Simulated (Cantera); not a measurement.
A perfectly stirred reactor is fed with CH2O : O2 : N2 : CH4 = 0.013 : 0.009 : 1 : 0.057 (molar parts), equivalence ratio 14, at 11.0 bar; it is held at 1000 K, and followed from long to short residence time.

Detailed kinetics in Cantera: GRI-Mech 3.0 (53 species, 325 reactions). GRI-Mech 3.0 stops at C3 and has no aromatics, soot or wall deposition, so with more carbon than oxygen in the feed, carbon stays in small species such as C2H2 where larger ones or solid carbon would form.

One state of this run: x CH2O = 0.00111; x O2 = 0.00142; x C2H = <1e-12; x HCN = <1e-12; x CH2CO = 1.26e-5; x O = 1.22e-10; x NO = <1e-12. x: mole fraction; the columns are a selection and need not sum to one.

Which value of τ (s) does it belong to?
(A) 0.27
(B) 0.065
(C) 0.0078
(D) 1.1

A, 0.27
